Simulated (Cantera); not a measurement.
What does this Cantera script print?

```python
import numpy as np
import cantera as ct

gas = ct.Solution("gri30.yaml")
gas.TPX = 1325, 13332, {'C3H8': 1, 'H2': 2.3}
reactor = ct.IdealGasConstPressureReactor(gas, energy="off", clone=False)
net = ct.ReactorNet([reactor])
net.rtol, net.atol = 1e-08, 1e-18
show = ['C3H8', 'H2', 'C2H6', 'CH4', 'C2H4', 'H', 'C2H']
times = np.geomspace(1e-05, 3, 13)

steps = ct.SolutionArray(gas, extra=["t"])
rows = []
print(f"{'t/s':>10s}{'T/K':>9s}{'P/Pa':>11s}" + "".join(f"{s:>11s}" for s in show))
for t in times:
    while net.time < t:
        t_next = net.step()
        steps.append(gas.state, t=t_next)
    rows.append([np.interp(t, steps.t, y) for y in (steps.T, steps.P, *steps(*show).X.T)])
    print(f"{t:10.3e}{rows[-1][0]:9.1f}{rows[-1][1]:11.4g}" + "".join(f"{x:11.3e}" for x in rows[-1][2:]))
rate = np.gradient(steps.T, steps.t)
print("integrator steps:", len(steps.t))
if steps.T.max() > steps.T[0] + 200:
    print(f"time of steepest temperature rise: {steps.t[rate.argmax()]:.4e} s")
gas.TPX = 1325, 13332, {'C3H8': 1, 'H2': 2.3}
gas.equilibrate("TP")
print(f"equilibrium (TP): T = {gas.T:.1f} K  " + "  ".join(f"{s} {gas[s].X[0]:.3e}" for s in show))
```

Result:

```
       t/s      T/K       P/Pa       C3H8         H2       C2H6        CH4       C2H4          H        C2H
 1.000e-05   1325.0  1.333e+04  3.026e-01  6.968e-01  1.297e-05  6.105e-05  1.467e-04  6.894e-06  2.203e-18
 2.860e-05   1325.0  1.333e+04  3.011e-01  6.961e-01  7.992e-05  6.003e-04  1.111e-03  1.807e-05  5.754e-16
 8.182e-05   1325.0  1.333e+04  2.929e-01  6.921e-01  5.321e-04  5.119e-03  7.068e-03  3.999e-05  7.877e-14
 2.340e-04   1325.0  1.333e+04  2.600e-01  6.764e-01  2.932e-03  2.595e-02  3.175e-02  5.376e-05  2.758e-12
 6.694e-04   1325.0  1.333e+04  1.816e-01  6.391e-01  8.066e-03  7.712e-02  9.094e-02  5.809e-05  3.374e-11
 1.915e-03   1325.0  1.333e+04  6.529e-02  5.846e-01  1.109e-02  1.557e-01  1.771e-01  6.607e-05  2.882e-10
 5.477e-03   1325.0  1.333e+04  5.575e-03  5.615e-01  5.316e-03  1.980e-01  2.109e-01  4.429e-05  7.863e-10
 1.567e-02   1325.0  1.333e+04  2.215e-04  5.666e-01  1.848e-03  1.995e-01  1.978e-01  1.508e-05  4.966e-10
 4.481e-02   1325.0  1.333e+04  4.445e-06  5.738e-01  7.394e-04  1.967e-01  1.783e-01  7.640e-06  3.678e-10
 1.282e-01   1325.0  1.333e+04  1.338e-06  5.850e-01  4.260e-04  1.921e-01  1.464e-01  6.060e-06  4.325e-10
 3.667e-01   1325.0  1.333e+04  7.057e-07  6.030e-01  2.798e-04  1.846e-01  9.457e-02  5.443e-06  5.830e-10
 1.049e+00   1325.0  1.333e+04  2.495e-07  6.198e-01  1.421e-04  1.776e-01  4.603e-02  4.419e-06  6.129e-10
 3.000e+00   1325.0  1.333e+04  1.331e-07  6.252e-01  9.433e-05  1.756e-01  2.970e-02  3.857e-06  5.744e-10
integrator steps: 1111
equilibrium (TP): T = 1325.0 K  C3H8 1.233e-07  H2 6.155e-01  C2H6 9.023e-05  CH4 1.892e-01  C2H4 2.807e-02  H 3.537e-06  C2H 5.278e-10
```

Model: GRI-Mech 3.0 (53 species, 325 reactions), integrated in Cantera. GRI-Mech 3.0 was tuned for natural gas; its chemistry of propane as a main component is partial and can be far from experiment. GRI-Mech 3.0 stops at C3 and has no aromatics, soot or wall deposition, so with more carbon than oxygen in the feed, carbon stays in small species such as C2H2 where larger ones or solid carbon would form.
